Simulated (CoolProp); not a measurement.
Computed with CoolProp (reference Helmholtz-energy equation of state, Thol 2021).

### Question
Give the vapour pressure (bar), enthalpy of vaporisation (kJ/kg), liquid cp (kJ/(kg K)), vapour Z of saturated chlorine at 47.75 °C.

### Answer
```
T (°C)  p (bar)  enthalpy of vaporisation (kJ/kg)  liquid cp (kJ/(kg K))  vapour Z
------  -------  --------------------------------  ---------------------  --------
47.75      13.7                               229                   1.04     0.843
```
